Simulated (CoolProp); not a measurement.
Vapour-liquid equilibrium of C2F6 (R116) (1) + R143a (2) at 27.1 kPa; x and y are mole fractions of (1).

The numbers come from the multi-fluid Helmholtz-energy mixture model, Lemmon 2006 and Lemmon and Jacobsen 2000; pair parameters Bell 2016 in CoolProp.

Question: Give the bubble temperature and the first vapour's composition at x = 0.35, 0.5, 0.65. Is there an azeotrope?

Answer: x = 0.35: 175.9 K, y = 0.876; x = 0.5: 175.0 K, y = 0.890; x = 0.65: 174.7 K, y = 0.897. No azeotrope shows between x = 0.05 and 0.95.

Pair parameters are fitted to limited data, so mixtures are less certain than the pure fluids. With so large a gap from Raoult's law the liquid may split in two, which this calculation doesn't test in full.
